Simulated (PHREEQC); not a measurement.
Consider water at 25 °C with 0.0041 mol HF, 0.00013 mol CuSO4 and 0.00017 mol CuCl2 per kg of water. Closed to the air; pH follows from the charge balance.

Computed with PHREEQC (ion-association model, phreeqc.dat).

```
Quantity                        Value
--------------------  ---------------
pH                               2.87
ionic strength        0.00240 mol/kgw
specific conductance        620 µS/cm
total alkalinity         -4.10 meq/kg
```

| species | molality | activity | log γ |
|---|---|---|---|
| HF | 0.00266 | 0.00267 | 0.000 |
| H+ | 0.00141 | 0.00134 | -0.022 |
| F- | 0.00140 | 0.00133 | -0.024 |
| Cl- | 0.000340 | 0.000322 | -0.024 |
| Cu+2 | 0.000289 | 0.000235 | -0.091 |
| SO4-2 | 0.000113 | 9.14e-5 | -0.093 |
| HF2- | 1.43e-5 | 1.36e-5 | -0.023 |

No solid was allowed to form.
